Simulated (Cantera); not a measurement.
Cantera with NASA thermochemical tables; ideal gases at 1 bar, condensed phases pure. Values are per mole of reaction as written; species without (g) are pure solids or liquids, kept so even where they would boil at 1 bar.

Task: Between 300 and 2323 K, where is each reaction favourable under standard conditions?
- 3 SiF4(g) + Si3N4 = 4 NF3(g) + 6 Si

Result: 
- 3 SiF4(g) + Si3N4 = 4 NF3(g) + 6 Si: ΔG° is 5004 kJ at 300 K and 4446 kJ at 2323 K; it stays positive (K < 1). ΔH° is 5389 kJ and ΔS° 406 J/K at 2323 K.
